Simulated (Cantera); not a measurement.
An isothermal, constant-pressure homogeneous reactor starts with C2H6 : N2 = 1 : 130 (molar parts), at 1275 K and 338 Torr.

Computed with Cantera and GRI-Mech 3.0 (53 species, 325 reactions). GRI-Mech 3.0 stops at C3 and has no aromatics, soot or wall deposition, so with more carbon than oxygen in the feed, carbon stays in small species such as C2H2 where larger ones or solid carbon would form.

One state of this run: x C2H6 = 0.000698; x C2H = 2.85e-10; x CH4 = 0.000837; x H2 = 0.00744; x H = 4.13e-6; x C2H2 = 0.00142. x: mole fraction; the columns are a selection and need not sum to one.

Which value of t (s) does it belong to?
A. 0.0756
B. 0.000196
C. 0.0280
D. 0.00143

C, 0.0280
